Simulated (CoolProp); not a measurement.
Vapour pressure (kPa) of chlorine: the reference equation beside estimates from Tc = 416.9 K, pc = 7642 kPa, ω = 0.070. Clausius-Clapeyron is anchored at 269.5 K with a constant enthalpy of vaporisation of 19.04 kJ/mol.

Model: reference Helmholtz-energy equation of state, Thol 2021, in CoolProp.

| T (K) | reference | Lee-Kesler | Clausius-Clapeyron | van der Waals | Redlich-Kwong | Peng-Robinson |
|---|---|---|---|---|---|---|
| 250.3 | 161.3 | 164.3 | 169.9 | 666.7 | 157.7 | … |
| 256.7 | 206.6 | 209.7 | 213.4 | 770.0 | 204.5 | 213.3 |
| 263.1 | 261.1 | 264.2 | 265.1 | 883.7 | 261.2 | 267.6 |
| 269.5 | 326.0 | 328.8 | 326.0 | 1008 | 328.8 | 332.0 |
| 275.9 | … | 404.9 | 397.0 | 1144 | 408.7 | 407.6 |
| 282.3 | 491.7 | 493.4 | 479.2 | 1291 | 502.1 | 495.5 |
| 288.7 | … | 595.6 | 573.6 | 1450 | 610.2 | 597.0 |
| 295.1 | 713.5 | 712.7 | 681.3 | 1622 | 734.1 | 713.4 |

Problem. Complete the blanks.

Solution. 
- 250.3, Peng-Robinson: 167.9
- 275.9, reference: 402.5
- 288.7, reference: 595.0

Absolute difference from the reference over all 8 rows, mean and median: Lee-Kesler 0.8 and 0.7 %, Clausius-Clapeyron 2.8 and 2.9 %, van der Waals 206.4 and 196.7 %, Redlich-Kwong 1.7 and 1.8 %, Peng-Robinson 1.8 and 1.6 %.
